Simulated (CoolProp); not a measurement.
Vapour-liquid equilibrium of R1234yf (1) + isobutane (2) at 242.9 K; x and y are mole fractions of (1).

The numbers come from the multi-fluid Helmholtz-energy mixture model, Lemmon 2022 and Bücker 2006; pair parameters Bell 2016 in CoolProp.

```csv
x,bubble pressure (MPa),y at the bubble point,dew pressure at overall composition x (MPa),liquid density (mol/L)
0.05,0.05963,0.258,0.04823,10.56
0.125,0.07344,0.430,0.05184,10.56
0.2,0.08220,0.516,0.05599,10.57
0.275,0.08795,0.569,0.06080,10.59
0.35,0.09190,0.606,0.06640,10.61
0.425,0.09478,0.635,0.07294,10.63
0.5,0.09701,0.663,0.08045,10.67
0.575,0.09881,0.690,0.08864,10.71
0.65,0.1002,0.721,0.09603,10.76
0.725,0.1012,0.757,0.1004,10.82
0.8,0.1017,0.802,0.1017,10.88
0.875,0.1013,0.859,0.1010,10.95
0.95,0.09974,0.935,0.09934,11.04
```

y crosses x between x = 0.8 and 0.875: the model has an azeotrope there.

The pair parameters rest on a limited set of measurements; away from them the model extrapolates.
